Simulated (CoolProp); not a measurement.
Hydrogen chloride along the isobar 19900 kPa: Z from the reference equation and from simpler models built on Tc = 51.5 °C, pc = 8314 kPa, ω = 0.130; each cubic takes its own stable root.

The numbers come from the reference Helmholtz-energy equation of state, Thol 2018 in CoolProp.

```json
[
 {"T (°C)": "22.25", "phase": "liquid", "reference": "0.3196", "Redlich-Kwong": "0.3783", "Soave-Redlich-Kwong": "0.3742", "Peng-Robinson": "0.3334"},
 {"T (°C)": "37.15", "phase": "liquid", "reference": "0.3229", "Redlich-Kwong": "0.3856", "Soave-Redlich-Kwong": "0.3829", "Peng-Robinson": "?"},
 {"T (°C)": "51.95", "phase": "supercritical", "reference": "0.3310", "Redlich-Kwong": "0.3984", "Soave-Redlich-Kwong": "0.3985", "Peng-Robinson": "0.3582"},
 {"T (°C)": "66.85", "phase": "supercritical", "reference": "0.3467", "Redlich-Kwong": "0.4188", "Soave-Redlich-Kwong": "0.4239", "Peng-Robinson": "0.3841"},
 {"T (°C)": "81.65", "phase": "supercritical", "reference": "0.3742", "Redlich-Kwong": "0.4489", "Soave-Redlich-Kwong": "0.4623", "Peng-Robinson": "?"},
 {"T (°C)": "96.55", "phase": "supercritical", "reference": "?", "Redlich-Kwong": "0.4910", "Soave-Redlich-Kwong": "0.5160", "Peng-Robinson": "0.4778"},
 {"T (°C)": "111.35", "phase": "supercritical", "reference": "0.4884", "Redlich-Kwong": "0.5424", "Soave-Redlich-Kwong": "0.5789", "Peng-Robinson": "0.5405"},
 {"T (°C)": "126.25", "phase": "supercritical", "reference": "0.5640", "Redlich-Kwong": "0.5972", "Soave-Redlich-Kwong": "0.6412", "Peng-Robinson": "0.6020"},
 {"T (°C)": "141.05", "phase": "supercritical", "reference": "0.6298", "Redlich-Kwong": "?", "Soave-Redlich-Kwong": "0.6959", "Peng-Robinson": "0.6561"},
 {"T (°C)": "155.95", "phase": "supercritical", "reference": "0.6834", "Redlich-Kwong": "0.6932", "Soave-Redlich-Kwong": "0.7426", "Peng-Robinson": "0.7025"},
 {"T (°C)": "170.75", "phase": "supercritical", "reference": "0.7265", "Redlich-Kwong": "0.7315", "Soave-Redlich-Kwong": "0.7817", "Peng-Robinson": "0.7417"},
 {"T (°C)": "185.65", "phase": "supercritical", "reference": "0.7620", "Redlich-Kwong": "0.7645", "Soave-Redlich-Kwong": "0.8150", "Peng-Robinson": "0.7754"},
 {"T (°C)": "200.45", "phase": "supercritical", "reference": "0.7915", "Redlich-Kwong": "0.7926", "Soave-Redlich-Kwong": "0.8431", "Peng-Robinson": "0.8040"},
 {"T (°C)": "215.35", "phase": "supercritical", "reference": "0.8167", "Redlich-Kwong": "0.8170", "Soave-Redlich-Kwong": "0.8674", "Peng-Robinson": "0.8290"}
]
```

Q: Fill in the missing entries.

A: 
- 37.15, Peng-Robinson: 0.3424
- 81.65, Peng-Robinson: 0.4234
- 96.55, reference: 0.4208
- 141.05, Redlich-Kwong: 0.6481
